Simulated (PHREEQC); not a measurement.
A column of 1 m (30 cells, dispersivity 0.035 m, 60 s a shift, diffusion coefficient 3e-10 m²/s) holds 0.015 eq of the database's cation exchanger X per kg of pore water, first in equilibrium with 0.053 mol MnCl2 and 1e-05 mol HCl per kg of water. It is flushed with 0.0021 mol/kgw SrCl2, 0.0011 mol/kgw KCl, 0.0027 mol/kgw LiCl and 1e-05 mol/kgw HCl, at 25 °C. Values are for the last cell. CO2 from the air is kept out. Nothing may precipitate in this run.

The series has 31 steps of pore volumes, from 0 to 6.017.

Computed with PHREEQC (ion-association model, phreeqc.dat).

Q: After how many pore volumes does Li at the outlet first reach half of its feed value?

A: By 1.2 pore volumes.

Q: After how many pore volumes does Sr at the outlet first reach half of its feed value?

A: By 4.4 pore volumes.

Q: After how many pore volumes does K at the outlet first reach half of its feed value?

A: By 1.8 pore volumes; it later peaks at 0.00122 mol/kgw, above the feed's 0.00110.

Complexes and solids missing from the database can't appear.
